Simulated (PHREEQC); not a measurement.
Dissolve 0.022 mol/kgw HNO3, 0.00012 mol/kgw NaCl and 0.011 mol/kgw CuCl2 at 25 °C. Closed to the air; pH follows from the charge balance.

Equilibrium calculation in PHREEQC: ion-association model, phreeqc.dat.

**Question.** The ionic strength comes out as 0.0545 mol/kgw. What activity coefficients do Na+, Cu+2, CuCl+, H+, NO3- get?

**Answer.** Na+ 0.82, Cu+2 0.47, CuCl+ 0.81, H+ 0.85, NO3- 0.80.

This is a speciation only: nothing precipitates in the calculation. Complexes and solids missing from the database can't appear.
